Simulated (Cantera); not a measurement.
Mixture: 4.82 % CH4, 0.626 % CO, 19.9 % O2, 74.7 % N2, at 750 Torr, adiabatic and at constant volume. Ignition delay is the time to a rise of 400 K.

Computed with Cantera and GRI-Mech 3.0 (53 species, 325 reactions).

Task: Predict: delay at 1123 K; delay at 1173 K; delay at 1223 K; delay at 1273 K; delay at 1323 K; delay at 1373 K; delay at 1423 K; apparent activation energy between 1323 and 1423 K.

Result: 
```json
{
  "delay at 1123 K": "0.102 s",
  "delay at 1173 K": "47.1 ms",
  "delay at 1223 K": "22.7 ms",
  "delay at 1273 K": "11.4 ms",
  "delay at 1323 K": "5.98 ms",
  "delay at 1373 K": "3.29 ms",
  "delay at 1423 K": "1.89 ms",
  "apparent activation energy between 1323 and 1423 K": "180 kJ/mol"
}
```
